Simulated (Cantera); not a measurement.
Stirred combustor or abatement burner

A perfectly stirred reactor is fed with 5.06 % CH₄, 0.354 % CO, 8.60 % O₂, 86.0 % N₂, at 35000 Pa; it is adiabatic with a 450 K inlet, and is followed from long to short residence time, starting on the burning branch (τ in s: 0.11, 0.051, 0.024, 0.012, 0.0055, 0.0026, 0.0013, 0.0006, 0.00028, 0.00014, 6.5e-05, 3.1e-05, 1.5e-05).

Detailed kinetics in Cantera: GRI-Mech 3.0 (53 species, 325 reactions).

| τ (s) | T (K) | x CH₄ | x CO | x O₂ | x HO₂ | x C₂H₆ | x C₂H₄ |
|---|---|---|---|---|---|---|---|
| 0.11 | 1350 | 0.00155 | 0.0215 | 0.00449 | 1.28e-6 | 4.04e-5 | 0.000137 |
| 0.051 | 450 | 0.0506 | 0.00354 | 0.0860 | <1e-12 | <1e-12 | <1e-12 |
| 0.024 | 450 | 0.0506 | 0.00354 | 0.0860 | <1e-12 | <1e-12 | <1e-12 |
| 0.012 | 450 | 0.0506 | 0.00354 | 0.0860 | <1e-12 | <1e-12 | <1e-12 |
| 0.0055 | 450 | 0.0506 | 0.00354 | 0.0860 | <1e-12 | <1e-12 | <1e-12 |
| 0.0026 | 450 | 0.0506 | 0.00354 | 0.0860 | <1e-12 | <1e-12 | <1e-12 |
| 0.0013 | 450 | 0.0506 | 0.00354 | 0.0860 | <1e-12 | <1e-12 | <1e-12 |
| 0.00060 | 450 | 0.0506 | 0.00354 | 0.0860 | <1e-12 | <1e-12 | <1e-12 |
| 0.00028 | 450 | 0.0506 | 0.00354 | 0.0860 | <1e-12 | <1e-12 | <1e-12 |
| 0.00014 | 450 | 0.0506 | 0.00354 | 0.0860 | <1e-12 | <1e-12 | <1e-12 |
| 6.5e-5 | 450 | 0.0506 | 0.00354 | 0.0860 | <1e-12 | <1e-12 | <1e-12 |
| 3.1e-5 | 450 | 0.0506 | 0.00354 | 0.0860 | <1e-12 | <1e-12 | <1e-12 |
| 1.5e-5 | 450 | 0.0506 | 0.00354 | 0.0860 | <1e-12 | <1e-12 | <1e-12 |
x: mole fraction; the columns are a selection and need not sum to one.
